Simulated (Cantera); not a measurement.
What does this Cantera script print?

```python
import numpy as np
import cantera as ct

gas_names = [...]  # 110 gases of nasa_gas.yaml made of C, H, O
cond_names = """
    C(gr) C6H6(L) C7H8(L) C8H18(L),n-octa H2O(s) H2O(L)
""".split()


# ... load() reads the species with a 1 bar reference pressure and builds the phases ...
atoms = {
    'C6H6': {'C': 6, 'H': 6},
    'CO2': {'C': 1, 'O': 2},
}
top_T = {'C(gr)': 4500}  # K; cautious upper limits of use, not melting points


# ... equilibrate(T, P, feed) seeds the gas with the atoms and calls Mixture.equilibrate('TP', solver="vcs", rtol=1e-11, max_steps=5000) ...
results = []
feed = {'C6H6': 1, 'CO2': 0.16}  # mol
T = 525  # K
for P in [10, 100, 1000, 10000, 100000, 1000000, 10000000]:
    mix = equilibrate(T, P, feed)
    results.append((T, P, feed, dict(zip(mix.species_names, mix.species_moles))))
    x = sorted(zip(gas.X, gas.species_names), reverse=True)
    print(f"T = {T:g} K  P = {P:g} Pa  gas = {mix.phase_moles(0):.4g} mol")
    print("   x: " + "  ".join(f"{s} {v:.3e}" for v, s in x if v > 1e-06))
    print("   condensed (mol): " + ("  ".join(f"{mix.phase(i).name} {mix.phase_moles(i):.4g}"
          for i in range(1, mix.n_phases) if mix.phase_moles(i) > 1e-12) or "none"))
```

It prints:

```
T = 525 K  P = 10 Pa  gas = 2.84 mol
   x: H2 8.299e-01  H2O 9.007e-02  CH4 6.817e-02  CO2 1.073e-02  CO 1.136e-03
   condensed (mol): C(gr) 5.933
T = 525 K  P = 100 Pa  gas = 2.303 mol
   x: H2 5.579e-01  CH4 3.080e-01  H2O 1.290e-01  CO2 4.871e-03  CO 2.421e-04
   condensed (mol): C(gr) 5.439
T = 525 K  P = 1000 Pa  gas = 1.891 mol
   x: CH4 5.905e-01  H2 2.442e-01  H2O 1.612e-01  CO2 3.969e-03  CO 6.911e-05
   condensed (mol): C(gr) 5.036
T = 525 K  P = 10000 Pa  gas = 1.735 mol
   x: CH4 7.333e-01  H2O 1.768e-01  H2 8.607e-02  CO2 3.842e-03  CO 2.150e-05
   condensed (mol): C(gr) 4.881
T = 525 K  P = 100000 Pa  gas = 1.684 mol
   x: CH4 7.856e-01  H2O 1.824e-01  H2 2.817e-02  CO2 3.819e-03  CO 6.780e-06  C2H6 1.793e-06
   condensed (mol): C(gr) 4.831
T = 525 K  P = 1e+06 Pa  gas = 1.668 mol
   x: CH4 8.029e-01  H2O 1.843e-01  H2 9.006e-03  CO2 3.814e-03  C2H6 5.859e-06  CO 2.142e-06
   condensed (mol): C(gr) 4.815
T = 525 K  P = 1e+07 Pa  gas = 1.662 mol
   x: CH4 8.084e-01  H2O 1.849e-01  CO2 3.812e-03  H2 2.858e-03  C2H6 1.872e-05
   condensed (mol): C(gr) 4.81
```

Cantera equilibrium calculation (NASA polynomials, part measured and part estimated; ideal gas, pure solids and liquids). The ideal-gas law is rough above about 30 bar.
